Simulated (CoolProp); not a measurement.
Computed with CoolProp (reference Helmholtz-energy equation of state, Zhou 2012).

For p-xylene, give the phase and the Z, cp (kJ/(kg K)), Joule-Thomson coefficient (K/MPa), viscosity (µPa s) at 620 K and 0.407 MPa; 620 K and 3.67 MPa.


- 620 K and 0.407 MPa: gas; Z 0.956, cp 2.28, Joule-Thomson coefficient 7.70, viscosity 13.2
- 620 K and 3.67 MPa: supercritical; Z 0.328, cp 19.0, Joule-Thomson coefficient 23.3, viscosity 22.6

Viscosity comes from a separate model (Balogun 2015).
